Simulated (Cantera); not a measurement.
Charge: 1 mol TEOS, 0.9 mol N2O, 15 mol O2, 0.00046 mol NH3, at 0.00133 bar.

Method: chemical equilibrium by Gibbs-energy minimisation in Cantera with the NASA 1993 tables (ideal gas, pure condensed phases). Candidate condensed phases: C, C6H6, C7H8, C8H18, H2O, Si, SiC, SiO2, Si2N2O, Si3N4; 151 gas species. The feed counts by its element totals alone. The tables hold silica as quartz up to 1696 K and as liquid above; real silica turns to tridymite and cristobalite and melts near 1996 K. Rates play no part.

Q: Which condensed phases are stable at each of these points (T (°C)): 525, 625, 725, 825, 925, 1025, 1125, 1225, 1325, 1425, 1525, 1625?

A: 
```
T (°C)  condensed phases  Si condensed (%)
------  ----------------  ----------------
525       SiO2(α-quartz)             100.0
625       SiO2(β-quartz)             100.0
725       SiO2(β-quartz)             100.0
825       SiO2(β-quartz)             100.0
925       SiO2(β-quartz)             100.0
1025      SiO2(β-quartz)             100.0
1125      SiO2(β-quartz)             100.0
1225      SiO2(β-quartz)             100.0
1325      SiO2(β-quartz)             100.0
1425     SiO2(condensed)             100.0
1525     SiO2(condensed)             100.0
1625     SiO2(condensed)              99.7
```

At 525 °C the condensed part is SiO2(α-quartz). From 625 °C to 1325 °C the condensed part is SiO2(β-quartz). From 1425 °C to 1625 °C the condensed part is SiO2(condensed).
